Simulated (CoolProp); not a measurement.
A simple Rankine cycle with vinyl chloride: condensing at 306.15 K, boiler at 3.84 MPa, turbine inlet 429 K, turbine efficiency 0.75, pump efficiency 0.6, no recuperator. Each further row changes one setting.

Model: reference Helmholtz-energy equation of state, Thol 2022, in CoolProp.

| case | thermal efficiency (%) | net work (kJ/kg) | heat in (kJ/kg) | turbine exit temperature (K) | volume ratio over the turbine |
|---|---|---|---|---|---|
| as stated | 14.1 | 54.7 | 387 | 324.3 | 7.46 |
| condensing temperature 298.15 K | 15.3 | 61.0 | 400 | 315.4 | 9.26 |
| boiler pressure 2.69 MPa | 12.7 | 52.1 | 410 | 349.5 | 5.04 |
| turbine efficiency 0.65 | 12.0 | 46.6 | 387 | 332.5 | 7.70 |
